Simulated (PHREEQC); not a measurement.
Phosphoric acid bath

Consider water at 25 °C with 0.0076 mol H3PO4, 6.9e-05 mol HCl and 0.22 mol ZnSO4 per kg of water. Closed to the air; pH follows from the charge balance.

The numbers come from PHREEQC with the ion-association model, wateq4f.dat.

Precipitation was switched off in this run.

**Question.** Predict the pH, ionic strength.

**Answer.** pH 2.71; ionic strength 0.410 mol/kgw.

**Question.** In which forms is S present?

**Answer.** ZnSO4 37 %, Zn(SO4)2-2 33 %, SO4-2 29 %, HSO4- 1.8 % of the S.

Complexes and solids missing from the database can't appear. H3PO4, which wateq4f.dat lacks, is added to it with the constant of phreeqc.dat. The database has no phosphate complexes of Zn.
